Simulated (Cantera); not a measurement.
Feed: 1 mol Ta₂O₅, 0.62 mol CH₄, 1.4 mol H₂, held at 1248 K and 100000 Pa.

Cantera equilibrium calculation (NASA polynomials, part measured and part estimated; ideal gas, pure solids and liquids). Candidate condensed phases: C, C₆H₆, C₇H₈, C₈H₁₈, H₂O, Ta, TaC, Ta₂O₅; 113 gas species. Mutual solubility and eutectic melting of coexisting phases are not modelled. TaC: taken at fixed stoichiometry. Condensed phases not in the tables: Ta₂C. Equilibrium is a limit: real reactors are often held back by kinetics, nucleation or transport.

Problem. What is the equilibrium state?

Solution. 
- x(H₂) = 0.872
- x(CO) = 0.117
- x(CH₄) = 0.00849
- x(H₂O) = 0.00157
- x(CO₂) = 0.000136
- x(C₂H₄) = 1.10e-6
- n(C(graphite)) = 0.105 mol
- n(TaC(s)) = 0.141 mol
- n(Ta₂O₅(s)) = 0.929 mol
- gas amount = 2.963 mol
- log10 activity of Ta(s) (absent) = -5.89
